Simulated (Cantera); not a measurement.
Thermodynamics of hydrogen reduction and annealing atmospheres, feed PbO + H2 + H2O

Charge: 1 mol PbO, 0.46 mol H2, 2.4 mol H2O, at 1623 K.

Method: chemical equilibrium by Gibbs-energy minimisation in Cantera with the NASA 1993 tables (ideal gas, pure condensed phases). Candidate condensed phases: H2O, Pb, PbO, PbO2, Pb3O4; 12 gas species. Each liquid is taken as pure. Mutual solubility and eutectic melting of coexisting phases are not modelled. Gases not in the tables: (PbO)n polymers. The numbers say what is thermodynamically allowed, not how fast it happens.

```json
[
 {"P (Pa)": "10", "log p H2O": "-4.15", "log p Pb": "-4.69", "log p PbO": "-5.38", "log p O2": "-5.33", "log p OH": "-6.42", "log p H2": "-6.55", "log p O": "-7.39", "log p H": "-7.44", "n Pb(l)": "0", "n PbO(l)": "0"},
 {"P (Pa)": "68", "log p H2O": "-3.31", "log p Pb": "-3.92", "log p PbO": "-4.29", "log p O2": "-4.68", "log p OH": "-5.84", "log p H2": "-6.03", "log p O": "-7.06", "log p H": "-7.18", "n Pb(l)": "0", "n PbO(l)": "0"},
 {"P (Pa)": "460", "log p H2O": "-2.47", "log p Pb": "-3.17", "log p PbO": "-3.30", "log p O2": "-4.19", "log p OH": "-5.29", "log p H2": "-5.44", "log p O": "-6.81", "log p H": "-6.88", "n Pb(l)": "0", "n PbO(l)": "0"},
 {"P (Pa)": "3200", "log p H2O": "-1.63", "log p Pb": "-2.39", "log p PbO": "-2.37", "log p O2": "-3.90", "log p OH": "-4.80", "log p H2": "-4.74", "log p O": "-6.67", "log p H": "-6.53", "n Pb(l)": "0", "n PbO(l)": "0"},
 {"P (Pa)": "22000", "log p H2O": "-0.79", "log p Pb": "-1.58", "log p PbO": "-1.52", "log p O2": "-3.82", "log p OH": "-4.36", "log p H2": "-3.94", "log p O": "-6.63", "log p H": "-6.13", "n Pb(l)": "0", "n PbO(l)": "0"},
 {"P (Pa)": "150000", "log p H2O": "0.14", "log p Pb": "-1.13", "log p PbO": "-1.43", "log p O2": "-4.53", "log p OH": "-4.07", "log p H2": "-2.65", "log p O": "-6.99", "log p H": "-5.49", "n Pb(l)": "0.304", "n PbO(l)": "0.468"},
 {"P (Pa)": "1000000", "log p H2O": "0.99", "log p Pb": "-1.13", "log p PbO": "-1.43", "log p O2": "-4.53", "log p OH": "-3.64", "log p H2": "-1.80", "log p O": "-6.99", "log p H": "-5.06", "n Pb(l)": "0.434", "n PbO(l)": "0.534"}
]
```
log p: log10 of the partial pressure in bar; n: condensed amount in mol.

From 0.000100 bar to 0.220 bar nothing is condensed. From 1.50 bar to 10.0 bar the condensed part is Pb(l) + PbO(l).
